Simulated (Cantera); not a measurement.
Feed: 1 mol CS2, 0.25 mol SO2, 1 mol O2, equilibrated at 2973 K and 13.3 mbar.

Method: chemical equilibrium by Gibbs-energy minimisation in Cantera with the NASA 1993 tables (ideal gas, pure condensed phases). Candidate condensed phases: C, S; 22 gas species. Kinetics and transport are ignored.

Base state: S 0.310, CO 0.281, SO 0.252, O 0.0741, SO2 0.0431, S2 0.0235, CO2 0.00896, O2 0.00688 (mole fractions); condensed: gas only.

Question: What changes in the equilibrium state with this change: O2 from 1 to 0.32 mol?

Answer: 
```
species    before     after
-------  --------  --------
S           0.310     0.552
CO          0.281     0.328
S2         0.0235    0.0745
SO          0.252    0.0377
O          0.0741   0.00623
SO2        0.0431  0.000543
O2        0.00688   4.87e-5
CS        1.20e-6   2.96e-5
CO2       0.00896  0.000879
S2O      0.000175   4.67e-5
COS       2.11e-5   4.37e-5
```
